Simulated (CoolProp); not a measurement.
C2F6 (R116) along the isotherm 229.8 K: density (kg/m³) from the reference equation and from simpler models built on Tc = 293.0 K, pc = 30.48 bar, ω = 0.257; each cubic takes its own stable root.

Model: reference Helmholtz-energy equation of state, Lemmon 2006, in CoolProp. It is a short technical equation, of lower accuracy than the large ones.

| p (bar) | phase | reference | Redlich-Kwong | Peng-Robinson |
|---|---|---|---|---|
| 0.482 | gas | 3.524 | 3.519 | 3.525 |
| 1.1 | gas | 8.172 | 8.148 | ? |
| 2.5 | gas | 19.32 | 19.17 | ? |
| 5.68 | liquid | 1437 | ? | 1533 |
| 12.9 | liquid | 1444 | 1300 | ? |
| 29.4 | liquid | 1458 | 1329 | 1566 |
| 67 | liquid | 1485 | 1381 | ? |
| 152 | liquid | ? | 1462 | 1678 |

Some entries are withheld; supply them.


- 1.1, Peng-Robinson: 8.180
- 2.5, Peng-Robinson: 19.35
- 5.68, Redlich-Kwong: 47.81
- 12.9, Peng-Robinson: 1543
- 67, Peng-Robinson: 1608
- 152, reference: 1535

At some of these states Redlich-Kwong gives the other phase, because its saturation line lies elsewhere.
